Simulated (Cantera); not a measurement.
Input: 1 mol C₂H₅OH, 0.24 mol NH₃, 0.32 mol N₂, at 360 Pa.

Method: chemical equilibrium by Gibbs-energy minimisation in Cantera with the NASA 1993 tables (ideal gas, pure condensed phases). Candidate condensed phases: C, C₆H₆, C₇H₈, C₈H₁₈, H₂O; 136 gas species. Rates play no part.

Over these rows the condensed part is C(graphite). Partial pressures as log10 of bar:

```
T (K)  1000/T (1/K)  log p CH₄  log p H₂  log p CO  log p N₂
-----  ------------  ---------  --------  --------  --------
923          1.0834      -5.83     -2.60     -3.13     -3.48
1023         0.9775      -6.32     -2.60     -3.13     -3.48
1123         0.8905      -6.73     -2.60     -3.13     -3.48
1223         0.8177      -7.07     -2.60     -3.12     -3.48
1323         0.7559          ?     -2.60     -3.12     -3.48
1423         0.7027      -7.62     -2.60     -3.12     -3.48
```

Q: Fit log p(CH₄) = a + b·(1000/T) to the five rows, give the apparent enthalpy, and predict the row at 1323 K.

A: Means: 1000/T = 0.8944, log p = -6.714. Sxy = 0.400865, Sxx = 0.0852736, so b = 4.70 and a = -6.714 − (4.70)×0.8944 = -10.92.
Apparent enthalpy: −19.145 × (4.70) = -90 kJ/mol. With the condensed phases at unit activity, C(graphite) + 2 H₂(g) = CH₄(g) links this pressure to the main gases: over the six rows their terms move log p by +0.00 in all, so the slope is close to that reaction's ΔH°. The five rows lie within 0.01 of the line.
Prediction at 1323 K: -10.92 + (4.70)×0.7559 = -7.37. The computed value is -7.36, 0.01 from the line.
